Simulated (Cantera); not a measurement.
**Transport properties of process gases**

Gas mixture: 100 % NO, at 430000 Pa, frozen composition.

Cantera's kinetic-theory transport with the Lennard-Jones parameters of GRI-Mech 3.0, ideal gas; thermal conductivity in the multicomponent form. The composition is frozen, though it would react at the higher temperatures.

```tsv
T (K)	ρ (kg/m³)	cp (J/kg/K)	μ (µPa s)	λ (mW/m/K)	Pr	D (cm²/s) N2	D (cm²/s) OH	D (cm²/s) NO
400	3.88	998.6	23.1	32.5	0.711	0.0798	0.122	15.7
550	2.82	1028	28.9	41.9	0.709	0.138	0.209	27.6
700	2.22	1067	34.0	51.2	0.708	0.207	0.314	41.9
850	1.83	1104	38.6	60.2	0.708	0.286	0.435	58.3
1000	1.55	1133	42.9	68.8	0.707	0.375	0.570	76.8
1150	1.35	1153	47.0	76.7	0.707	0.474	0.719	97.2
```
D: mixture-averaged diffusion coefficient of that species in the mixture.
